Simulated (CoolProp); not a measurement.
Dodecamethylcyclohexasiloxane (D6) at several states: Z from the reference equation and from simpler models built on Tc = 645.8 K, pc = 0.9614 MPa, ω = 0.736; each cubic takes its own stable root.

Model: reference Helmholtz-energy equation of state, Colonna 2008, in CoolProp. It is a short technical equation, of lower accuracy than the large ones.

| T (K) | p (MPa) | phase | reference |
|---|---|---|---|
| 400.4 | 5.18 | liquid | 0.7915 |
| 472.5 | 0.191 | liquid | 0.02816 |
| 364.1 | 1.72 | liquid | 0.2805 |
| 323.5 | 1.4 | liquid | 0.2453 |
| 558 | 0.477 | liquid | 0.07085 |
| 586.5 | 0.149 | gas | 0.9061 |

Question: How far does each simpler model (van der Waals, Redlich-Kwong, Soave-Redlich-Kwong, Peng-Robinson) lie from the reference over these 6 states: mean and median of the absolute difference, and the worst?

Answer: 
- van der Waals: mean 681.7 %, median 75.6 %, worst +2950.1 % at 472.5 K and 0.191 MPa
- Redlich-Kwong: mean 17.2 %, median 19.9 %, worst +23.8 % at 558 K and 0.477 MPa
- Soave-Redlich-Kwong: mean 8.9 %, median 9.3 %, worst +13.9 % at 323.5 K and 1.4 MPa
- Peng-Robinson: mean 2.2 %, median 1.8 %, worst -4.4 % at 472.5 K and 0.191 MPa

At some of these states van der Waals gives the other phase, because its saturation line lies elsewhere.
